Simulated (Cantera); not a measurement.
Input: 1 mol AlCl3, 2.3 mol O2, 57 mol N2, held at 1775 K and 13.3 mbar.

Cantera equilibrium calculation (NASA polynomials, part measured and part estimated; ideal gas, pure solids and liquids). Candidate condensed phases: Al, AlCl3, AlN, Al2O3; 24 gas species. Rates play no part.

Base state: N2 0.926, Cl 0.0480, O2 0.0244, NO 0.00141, Cl2 0.000390, O 0.000130, ClO 1.58e-5 (mole fractions); condensed: Al2O3(s).

Task: What changes in the equilibrium state with this change: N2 from 57 to 12 mol?

Result: 
```tsv
species	before	after
N2	0.926	0.727
Cl	0.0480	0.172
O2	0.0244	0.0928
AlCl3	3.00e-6	5.07e-5
Cl2	0.000390	0.00501
ClO	1.58e-5	0.000110
O	0.000130	0.000253
NO	0.00141	0.00244
Al2O3(s), mol	0.500	0.500
```
